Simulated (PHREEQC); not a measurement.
Solution (60 °C): 4.3 mmol/kgw LiNO3 and 0.12 mmol/kgw Mg(NO3)2. Closed to the air; pH follows from the charge balance.

Model: ion-association model, phreeqc.dat, run in PHREEQC.

```yaml
ionic_strength: 0.00466 mol/kgw
specific_conductance: 909 µS/cm
```

| species | molality | activity | log γ |
|---|---|---|---|
| NO3- | 0.00454 | 0.00419 | -0.035 |
| Li+ | 0.00430 | 0.00399 | -0.033 |
| Mg+2 | 0.000120 | 8.86e-5 | -0.132 |
| H+ | 3.44e-7 | 3.21e-7 | -0.031 |
| OH- | 3.26e-7 | 3.01e-7 | -0.035 |
| MgOH+ | 1.83e-8 | 1.70e-8 | -0.032 |

No solid was allowed to form. Species that the database lacks are ignored. At this temperature some constants are extrapolated from 25 °C, and those without enthalpy data are left unchanged.
